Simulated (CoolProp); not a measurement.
The fluid at 517.6 K and 1.66 MPa (stagnation) flows isentropically through a choked orifice. The same conditions are run with several fluids, on thermodynamics alone (safety and materials aside).

Values from CoolProp's reference Helmholtz-energy equation of state of each fluid (isohexane: Lemmon 2006; tetrahydrofuran: Fiedler 2023; n-hexane: Thol 2019; sulfur dioxide: Gao 2016).

```tsv
fluid	throat to inlet pressure ratio	mass flux (kg/(m² s))	throat temperature (K)
isohexane	___	4810	504.9
tetrahydrofuran	0.607	4390	498.4
n-hexane	0.624	4830	504.6
sulfur dioxide	___	___	___
```

**Question.** What belongs in the gaps?

**Answer.** 
- isohexane, throat to inlet pressure ratio: 0.622
- sulfur dioxide, throat to inlet pressure ratio: 0.561
- sulfur dioxide, mass flux (kg/(m² s)): 4250
- sulfur dioxide, throat temperature (K): 464.5
